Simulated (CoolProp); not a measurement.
Aqueous calcium chloride as a coolant, 22 % by mass, freezing at -22.0 °C, 1 atm.

Computed with CoolProp (Melinder's fits for secondary coolants).

```
T (°C)  cp (kJ/(kg K))  conductivity (W/(m K))  viscosity (mPa s)  density (kg/m³)
------  --------------  ----------------------  -----------------  ---------------
-15.7            2.922                   0.521               5.76             1209
-6.8             2.953                   0.534               4.28              [?]
2.1              2.981                   0.546               3.29             1205
11               3.007                   0.559               2.61             1203
19.9             3.030                   0.572               2.12             1200
28.9             3.051                   0.585                [?]             1196
37.8             3.069                   0.598               1.49              [?]
```

Question: Some entries are withheld; supply them.

Answer: 
- -6.8, density (kg/m³): 1207
- 28.9, viscosity (mPa s): 1.76
- 37.8, density (kg/m³): 1190
